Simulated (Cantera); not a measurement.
Input: 1 mol Cu, 2.9 mol F2, 30 mol N2, at 375 °C and 75.0 Torr.

Cantera equilibrium calculation (NASA polynomials, part measured and part estimated; ideal gas, pure solids and liquids). Candidate condensed phases: Cu, CuF2; 11 gas species. The numbers say what is thermodynamically allowed, not how fast it happens.

Base state: N2 0.958, NF3 0.0390, F2 0.00334, F 8.57e-5 (mole fractions); condensed: CuF2(s).

Problem. What changes in the equilibrium state with this change: temperature from 375 °C to 802 °C?

Solution. 
```csv
species,before,after
N2,0.958,0.902
F,8.57e-5,0.0805
F2,0.00334,0.0168
NF3,0.0390,2.87e-5
CuF2,<1e-9,0.000991
"CuF2(s), mol",1.00,0.967
```
